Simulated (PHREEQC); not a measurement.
Model water analysis in mg/kgw, 20 °C, pH 3.28, pe 8.8:

| constituent | mg/kgw |
|---|---|
| Na | 124 |
| K | 2.98 |
| Ca | 226 |
| Mg | 38.2 |
| Cl | 220 |
| S(6) as SO4 | 745 |
| Cu(2) | 10.8 |
| Mn(2) | 12.6 |

Cl is adjusted to close the charge balance.
Valence states are taken as typed.

Computed with PHREEQC (ion-association model, phreeqc.dat).

### Question
The ionic strength comes out as 0.0293 mol/kgw. What activity coefficients do NaSO4-, SO4-2, Na+, Cu+2, HSO4- get?

### Answer
NaSO4- 0.86, SO4-2 0.53, Na+ 0.86, Cu+2 0.55, HSO4- 0.85.

Precipitation was switched off in this run.
